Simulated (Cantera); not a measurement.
Mixture: CH4 : H2 : O2 : N2 = 1 : 0.079 : 3.71 : 18.9 (molar parts), equivalence ratio 0.55, at 10.0 bar, adiabatic and at constant pressure. Ignition delay is the time to a rise of 400 K.

Computed with Cantera and GRI-Mech 3.0 (53 species, 325 reactions).

Q: Predict: delay at 1275 K; delay at 1475 K; delay at 1675 K; delay at 1875 K; apparent activation energy between 1775 and 1975 K.

A: 
- delay at 1275 K = 1.03 ms
- delay at 1475 K = 0.172 ms
- delay at 1675 K = 36.1 µs
- delay at 1875 K = 10.3 µs
- apparent activation energy between 1775 and 1975 K = 160 kJ/mol
